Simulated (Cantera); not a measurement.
Input: 1 mol CH3Cl, 6.2 mol H2, held at 1.00 Torr.

Equilibrium computed with Cantera from the NASA thermochemical tables; the gas is ideal and each condensed phase is pure. Candidate condensed phases: C, C6H6, C7H8, C8H18; 91 gas species. Kinetics and transport are ignored.

### Question
At 2025 °C, list the 7 most abundant gas species with their mole fractions, and the condensed phases.

### Answer
H2 0.674, H 0.215, HCl 0.0875, Cl 0.0201, C2H2 (acetylene) 0.00288, C2H 4.14e-5, C3 1.21e-5. Condensed: C(graphite).
